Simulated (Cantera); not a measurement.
**Thermodynamics of silicon etching in halogen gases, feed Si + HCl + N2 + NF3**

Input: 1 mol Si, 2.7 mol HCl, 0.89 mol N2, 0.79 mol NF3, at 0.00590 bar.

Equilibrium computed with Cantera from the NASA thermochemical tables; the gas is ideal and each condensed phase is pure. Candidate condensed phases: NH4Cl, Si, Si3N4; 49 gas species. The tables' values for SiCl3, SiF3, SiF2 are old estimates; treat these amounts as uncertain. Equilibrium is a limit: real reactors are often held back by kinetics, nucleation or transport.

```tsv
T (K)	x HCl	x N2	x H2	x SiF4	x SiCl4	x SiCl2	x SiCl3	x SiF3	n Si3N4(s)
750	0.281	0.303	0.182	0.142	0.0912	7.51e-11	1.93e-7	1.35e-8	0.00873
850	0.310	0.298	0.167	0.141	0.0835	1.54e-8	4.25e-6	4.59e-7	0.0191
950	0.333	0.293	0.155	0.141	0.0775	1.01e-6	4.84e-5	7.40e-6	0.0272
1050	0.350	0.290	0.146	0.141	0.0726	2.94e-5	0.000343	6.97e-5	0.0333
1150	0.363	0.287	0.138	0.140	0.0676	0.000467	0.00170	0.000442	0.0372
1250	0.368	0.286	0.133	0.137	0.0596	0.00456	0.00616	0.00205	0.0350
1350	0.354	0.290	0.131	0.129	0.0411	0.0274	0.0150	0.00727	0.0113
```
x: gas mole fraction; n: condensed amount in mol.

From 750 K to 1350 K the condensed part is Si3N4(s). The main Si-bearing gas is SiF4 throughout. The share of Si in condensed phases is highest at 1150 K (11.1 %) and lowest at 750 K (2.6 %).
